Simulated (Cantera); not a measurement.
Input (Python, Cantera):

```python
import numpy as np
import cantera as ct

gas = ct.Solution("gri30.yaml")
gas.TPX = 1050, 2666, {'C2H6': 1, 'N2': 28}
inlet = ct.Reservoir(gas, clone=True)

reactor = ct.IdealGasConstPressureReactor(gas, energy="off", clone=False)
exhaust = ct.Reservoir(gas, clone=True)
tau = [8.2, 2, 0.51, 0.13, 0.032, 0.0078, 0.002, 0.00049][0]
for a, b in ((inlet, reactor), (reactor, exhaust)):
    ct.MassFlowController(a, b, mdot=lambda t: reactor.mass / tau)
net = ct.ReactorNet([reactor])
show = ['C2H6', 'CH2', 'HCN', 'C2H2', 'C2H4', 'CH3', 'C2H']

rows = []
print(f"{'tau/s':>10s}{'T/K':>9s}" + "".join(f"{s:>11s}" for s in show))
for tau in [8.2, 2, 0.51, 0.13, 0.032, 0.0078, 0.002, 0.00049]:
    net.initial_time = 0.0
    net.advance(30 * tau)
    before = gas.X
    net.advance(40 * tau)
    drift = np.max(np.abs(gas.X - before) / (gas.X + 1e-9))
    rows.append([gas.T, *gas[show].X, drift])
    print(f"{tau:10.3e}{gas.T:9.1f}" + "".join(f"{x:11.3e}" for x in gas[show].X))
```

Result:

```
     tau/s      T/K       C2H6        CH2        HCN       C2H2       C2H4        CH3        C2H
 8.200e+00   1050.0  9.360e-03  1.886e-11  1.197e-12  3.016e-03  1.999e-02  2.656e-06  2.486e-12
 2.000e+00   1050.0  2.248e-02  3.040e-11  8.968e-13  4.463e-04  1.067e-02  4.202e-06  6.466e-13
 5.100e-01   1050.0  3.105e-02  3.093e-11  6.811e-13  3.452e-05  3.158e-03  4.652e-06  1.408e-13
 1.300e-01   1050.0  3.377e-02  1.764e-11  3.484e-13  1.470e-06  6.623e-04  3.459e-06  2.146e-14
 3.200e-02   1050.0  3.441e-02  2.921e-12  3.987e-14  1.522e-08  6.813e-05  1.386e-06  7.841e-16
 7.800e-03   1050.0  3.448e-02  2.559e-13  3.312e-16  2.743e-11  2.645e-06  5.826e-07  4.373e-19
 2.000e-03   1050.0  3.448e-02  1.640e-14  1.639e-19  2.608e-14  6.350e-08  2.072e-07  1.049e-23
 4.900e-04   1050.0  3.448e-02  6.774e-16  5.018e-23  2.097e-17  1.048e-09  5.656e-08  1.292e-28
```

Model: GRI-Mech 3.0 (53 species, 325 reactions), integrated in Cantera. GRI-Mech 3.0 stops at C3 and has no aromatics, soot or wall deposition, so with more carbon than oxygen in the feed, carbon stays in small species such as C2H2 where larger ones or solid carbon would form. Radical loss at walls, strong at low pressure, is not modelled.
